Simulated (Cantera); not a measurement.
Mixture: CH4 : H2 : O2 : N2 = 1 : 0.16 : 4 : 15 (molar parts), equivalence ratio 0.52, at 83000 Pa, adiabatic and at constant volume. Ignition delay is the time to a rise of 400 K.

Model: GRI-Mech 3.0 (53 species, 325 reactions), integrated in Cantera.

Task: Predict: delay at 1075 K; delay at 1175 K; delay at 1275 K; delay at 1375 K; apparent activation energy between 1325 and 1425 K.

Result: 
| Quantity | Value |
|---|---|
| delay at 1075 K | 33.5 ms |
| delay at 1175 K | 11.2 ms |
| delay at 1275 K | 3.85 ms |
| delay at 1375 K | 1.48 ms |
| apparent activation energy between 1325 and 1425 K | 140 kJ/mol |
